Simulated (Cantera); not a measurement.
Input: 1 mol Si3N4, 250 mol H2, 0.95 mol N2, 5.8 mol O2, equilibrated at 1825 K and 10.0 mbar.

These are equilibrium values from Cantera (NASA tables, ideal gas, pure condensed phases), not measurements of a reactor. Candidate condensed phases: H2O, Si, SiO2, Si2N2O, Si3N4; 35 gas species. The tables hold silica as quartz up to 1696 K and as liquid above; real silica turns to tridymite and cristobalite and melts near 1996 K. The numbers say what is thermodynamically allowed, not how fast it happens.

Base state: H2 0.942, H2O 0.0322, N2 0.0115, SiO 0.0104, H 0.00427, OH 1.02e-5 (mole fractions); condensed: SiO2(condensed).

Task: What changes in the equilibrium state with this change: temperature from 1825 K to 1173 K?

Result: 
```tsv
species	before	after
H2	0.942	0.966
H2O	0.0322	0.0221
N2	0.0115	0.0117
SiO	0.0104	<1e-9
OH	1.02e-5	<1e-9
H	0.00427	1.16e-6
SiO2(condensed), mol	0.344	0
SiO2(β-quartz), mol	0	3.00
```
